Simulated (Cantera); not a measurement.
Adiabatic ignition

An adiabatic, constant-volume homogeneous reactor starts with 10.2 % CO, 6.33 % H2, 0.398 % CH4, 17.5 % O2, 65.6 % N2, equivalence ratio 0.52, at 1075 K and 5.00 bar.

Computed with Cantera and GRI-Mech 3.0 (53 species, 325 reactions).

```tsv
t (s)	T (K)	P (bar)	x CO	x H2	x CH4	x OH	x CH2	x CH3	x O
2.00e-6	1075	5.00	0.102	0.0633	0.00398	1.46e-10	<1e-12	2.01e-10	5.61e-10
7.19e-6	1075	5.00	0.102	0.0633	0.00398	3.09e-10	<1e-12	1.40e-9	1.02e-9
2.58e-5	1075	5.00	0.102	0.0633	0.00398	6.65e-10	<1e-12	6.04e-9	1.71e-9
9.28e-5	1075	5.00	0.102	0.0633	0.00398	3.85e-9	<1e-12	3.67e-8	7.49e-9
0.000334	1078	5.01	0.102	0.0631	0.00397	6.24e-7	1.31e-11	1.94e-6	9.30e-7
0.00120	2590	11.1	0.00639	0.000666	<1e-12	0.00717	<1e-12	<1e-12	0.00200
0.00431	2572	11.0	0.00604	0.000634	<1e-12	0.00674	<1e-12	<1e-12	0.00180
0.0155	2568	11.0	0.00597	0.000628	<1e-12	0.00667	<1e-12	<1e-12	0.00177
0.0557	2568	11.0	0.00597	0.000628	<1e-12	0.00666	<1e-12	<1e-12	0.00177
0.200	2568	11.0	0.00597	0.000628	<1e-12	0.00666	<1e-12	<1e-12	0.00177
```
x: mole fraction; the columns are a selection and need not sum to one.

| Property | Value |
|---|---|
| time of steepest temperature rise | 0.536 ms |
| temperature at 0.200 s | 2568 K |
| equilibrium temperature | 2568 K |
| x(CO) at 0.200 s | 0.00597 (gas-phase equilibrium 0.00597) |
| x(H2) at 0.200 s | 0.000628 (gas-phase equilibrium 0.000628) |
| x(CH4) at 0.200 s | <1e-12 (gas-phase equilibrium <1e-12) |
